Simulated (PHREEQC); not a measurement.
Consider water at 25 °C with 2.1 mol NaBr and 0.032 mol SrCl2 per kg of water. Closed to the air; pH follows from the charge balance.

The numbers come from PHREEQC with the Pitzer model, pitzer.dat.

This is a speciation only: nothing precipitates in the calculation.

Problem. Estimate the activity of water, density, osmotic coefficient.

Solution. activity of water 0.923; density 1.154 g/cm³; osmotic coefficient 1.040.
